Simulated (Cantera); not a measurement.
# C + O2 (carbon deposition, reforming and gasification)

A closed system holds: 1 mol C, a varied amount of O2, equilibrated at 1450 K and 10000 Pa.

Cantera equilibrium calculation (NASA polynomials, part measured and part estimated; ideal gas, pure solids and liquids). Candidate condensed phases: C; 12 gas species. Rates play no part.

```tsv
n(O2) (mol)	x CO	x CO2	x O2	x O	n C(graphite)
0.062	1.000	0.000105	<1e-12	<1e-12	0.876
0.32	1.000	0.000105	<1e-12	<1e-12	0.360
0.57	0.860	0.140	1.35e-12	7.37e-12	0
0.83	0.340	0.660	1.91e-10	8.79e-11	0
1.1	2.15e-5	0.909	0.0909	1.91e-6	0
1.3	1.14e-5	0.769	0.231	3.05e-6	0
1.6	7.27e-6	0.625	0.375	3.89e-6	0
1.9	5.45e-6	0.526	0.474	4.37e-6	0
```
x: gas mole fraction; n: condensed amount in mol.

From 0.062 mol O2 to 0.32 mol O2 the condensed part is C(graphite). From 0.57 mol O2 to 1.9 mol O2 nothing is condensed. The main C-bearing gas is CO at 0.062 mol O2 and CO2 at 1.9 mol O2.
